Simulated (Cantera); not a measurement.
# Silicon oxide and oxynitride deposition: SiH4 + CO2 + H2 + N2O

Input: 1 mol SiH4, 30 mol CO2, 12 mol H2, 1.1 mol N2O, held at 40000 Pa.

Equilibrium computed with Cantera from the NASA thermochemical tables; the gas is ideal and each condensed phase is pure. Candidate condensed phases: C, C6H6, C7H8, C8H18, H2O, Si, SiC, SiO2, Si2N2O, Si3N4; 151 gas species. The tables hold silica as quartz up to 1696 K and as liquid above; real silica turns to tridymite and cristobalite and melts near 1996 K. Gases not in the tables: Si(OH)4. Rates play no part.

At 452 °C the condensed part is C(graphite) + SiO2(α-quartz). At 552 °C the condensed part is SiO2(α-quartz). From 652 °C to 1352 °C the condensed part is SiO2(β-quartz). From 1452 °C to 1552 °C the condensed part is SiO2(condensed).

```csv
T (°C),x CO2,x CO,x H2O,x H2,x N2,x CH4,n C(graphite),n SiO2(α-quartz),n SiO2(β-quartz),n SiO2(condensed)
452,0.608,0.0324,0.225,0.0904,0.0274,0.0168,3.64,1.00,0,0
552,0.515,0.152,0.146,0.154,0.0247,0.00702,0,1.00,0,0
652,0.475,0.191,0.171,0.139,0.0244,0.000162,0,0,1.00,0
752,0.452,0.213,0.193,0.118,0.0244,5.60e-6,0,0,1.00,0
852,0.435,0.230,0.210,0.101,0.0244,3.31e-7,0,0,1.00,0
952,0.422,0.243,0.223,0.0874,0.0244,3.01e-8,0,0,1.00,0
1052,0.412,0.253,0.233,0.0770,0.0244,3.84e-9,0,0,1.00,0
1152,0.404,0.262,0.242,0.0688,0.0244,6.46e-10,0,0,1.00,0
1252,0.397,0.268,0.248,0.0622,0.0244,1.37e-10,0,0,1.00,0
1352,0.392,0.273,0.253,0.0569,0.0244,3.50e-11,0,0,1.000,0
1452,0.387,0.278,0.258,0.0525,0.0244,1.05e-11,0,0,0,1.000
1552,0.384,0.281,0.261,0.0489,0.0244,3.60e-12,0,0,0,1.000
```
x: gas mole fraction; n: condensed amount in mol.
